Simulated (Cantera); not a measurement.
NO annealing gas

An isothermal, constant-pressure homogeneous reactor starts with 12.2 % NO, 87.8 % N₂, at 1573 K and 0.118 atm.

Cantera simulation using GRI-Mech 3.0 (53 species, 325 reactions); the numbers are that mechanism's predictions, not measurements.

```json
[
 {"t (s)": "2.00e-6", "x NO": "0.122", "x N₂O": "8.05e-11", "x O₂": "<1e-12", "x O": "8.05e-11", "x N₂": "0.878"},
 {"t (s)": "9.28e-6", "x NO": "0.122", "x N₂O": "3.74e-10", "x O₂": "<1e-12", "x O": "3.73e-10", "x N₂": "0.878"},
 {"t (s)": "4.31e-5", "x NO": "0.122", "x N₂O": "1.73e-9", "x O₂": "<1e-12", "x O": "1.72e-9", "x N₂": "0.878"},
 {"t (s)": "0.000200", "x NO": "0.122", "x N₂O": "8.05e-9", "x O₂": "1.28e-12", "x O": "7.79e-9", "x N₂": "0.878"},
 {"t (s)": "0.000928", "x NO": "0.122", "x N₂O": "3.72e-8", "x O₂": "2.56e-11", "x O": "3.22e-8", "x N₂": "0.878"},
 {"t (s)": "0.00431", "x NO": "0.122", "x N₂O": "1.71e-7", "x O₂": "4.43e-10", "x O": "9.55e-8", "x N₂": "0.878"},
 {"t (s)": "0.0200", "x NO": "0.122", "x N₂O": "7.45e-7", "x O₂": "7.52e-9", "x O": "1.76e-7", "x N₂": "0.878"},
 {"t (s)": "0.0928", "x NO": "0.122", "x N₂O": "2.65e-6", "x O₂": "2.69e-7", "x O": "4.49e-7", "x N₂": "0.878"},
 {"t (s)": "0.431", "x NO": "0.122", "x N₂O": "4.93e-6", "x O₂": "9.59e-6", "x O": "9.25e-7", "x N₂": "0.878"},
 {"t (s)": "2.00", "x NO": "0.122", "x N₂O": "5.08e-6", "x O₂": "7.45e-5", "x O": "9.85e-7", "x N₂": "0.878"},
 {"t (s)": "9.28", "x NO": "0.121", "x N₂O": "5.03e-6", "x O₂": "0.000376", "x O": "1.12e-6", "x N₂": "0.878"},
 {"t (s)": "43.1", "x NO": "0.118", "x N₂O": "4.79e-6", "x O₂": "0.00176", "x O": "1.60e-6", "x N₂": "0.880"},
 {"t (s)": "200", "x NO": "0.107", "x N₂O": "3.85e-6", "x O₂": "0.00763", "x O": "2.83e-6", "x N₂": "0.886"}
]
```
x: mole fraction; the columns are a selection and need not sum to one.

Equilibrium at this temperature and pressure: NO 0.00101, N₂O 2.30e-8, O₂ 0.0605, O 7.46e-6, N₂ 0.939 (gas phase only).
